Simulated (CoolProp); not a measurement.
c-C4F8 (RC318) at 258.24 K and 7.76 MPa is throttled through a valve to 4.8 MPa with no heat exchange. Each further row changes one setting.

Model: reference Helmholtz-energy equation of state, Platzer 1990, in CoolProp. This equation is an older, rougher fit; its heat capacities, sound speeds and derivatives of the liquid may be far off and weren't checked against measurements.

```csv
case,temperature change (K),final density (kg/m³)
as stated,+0.9,1660
outlet pressure 1.44 MPa,+1.8,1650
outlet pressure 6.24 MPa,+0.5,1670
```
